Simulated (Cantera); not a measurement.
Feed: 1 mol Si, 0.16 mol CO, 93 mol H2, at 0.0990 bar.

Cantera equilibrium calculation (NASA polynomials, part measured and part estimated; ideal gas, pure solids and liquids). Candidate condensed phases: C, C6H6, C7H8, C8H18, H2O, Si, SiC, SiO2; 123 gas species. Mutual solubility and eutectic melting of coexisting phases are not modelled. The tables hold silica as quartz up to 1696 K and as liquid above; real silica turns to tridymite and cristobalite and melts near 1996 K. Rates play no part.

What share of the Si ends up in condensed phases as a function of T (°C), at 550, 650, 750, 850, 950, 1050, 1150?


```
T (°C)  Si condensed (%)                               as
------  ----------------  -------------------------------
550                100.0  Si(s) + SiC(s) + SiO2(α-quartz)
650                100.0  Si(s) + SiC(s) + SiO2(β-quartz)
750                100.0  Si(s) + SiC(s) + SiO2(β-quartz)
850                100.0  Si(s) + SiC(s) + SiO2(β-quartz)
950                 99.9  Si(s) + SiC(s) + SiO2(β-quartz)
1050                98.8  Si(s) + SiC(s) + SiO2(β-quartz)
1150                88.9  Si(s) + SiC(s) + SiO2(β-quartz)
```
